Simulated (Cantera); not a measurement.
## Ignition delay

Mixture: CH₄ : O₂ : N₂ = 1 : 1.05 : 5.05 (molar parts), at 760 Torr, adiabatic and at constant pressure. Ignition delay is the time to a rise of 400 K.

Computed with Cantera and GRI-Mech 3.0 (53 species, 325 reactions).

```tsv
T0 (K)	delay (ms)
1175	117
1225	57.2
1275	28.9
1325	15.1
1375	8.05
1425	4.42
```

```
Item                                                    Result
--------------------------------------------------  ----------
apparent activation energy between 1325 and 1425 K  190 kJ/mol
```
